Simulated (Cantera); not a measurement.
A closed system holds: 1 mol Si(CH₃)₄, 3.5 mol H₂, equilibrated at 1.10 mbar.

Cantera equilibrium calculation (NASA polynomials, part measured and part estimated; ideal gas, pure solids and liquids). Candidate condensed phases: C, C₆H₆, C₇H₈, C₈H₁₈, Si, SiC; 87 gas species. Gases not in the tables: Si₂H₆ and higher silanes. Rates play no part.

Task: Which condensed phases are stable at each of these points (T (K)): 1725, 1825, 1925, 2025, 2125, 2225, 2325, 2425?

Result: 
```json
[
 {"T (K)": "1725", "condensed phases": "C(graphite) + SiC(s)", "Si condensed (%)": "100.0"},
 {"T (K)": "1825", "condensed phases": "C(graphite) + SiC(s)", "Si condensed (%)": "99.9"},
 {"T (K)": "1925", "condensed phases": "C(graphite) + SiC(s)", "Si condensed (%)": "99.3"},
 {"T (K)": "2025", "condensed phases": "C(graphite) + SiC(s)", "Si condensed (%)": "96.5"},
 {"T (K)": "2125", "condensed phases": "C(graphite) + SiC(s)", "Si condensed (%)": "83.9"},
 {"T (K)": "2225", "condensed phases": "C(graphite) + SiC(s)", "Si condensed (%)": "31.6"},
 {"T (K)": "2325", "condensed phases": "C(graphite)", "Si condensed (%)": "0.0"},
 {"T (K)": "2425", "condensed phases": "C(graphite)", "Si condensed (%)": "0.0"}
]
```

From 1725 K to 2225 K the condensed part is C(graphite) + SiC(s). From 2325 K to 2425 K the condensed part is C(graphite).
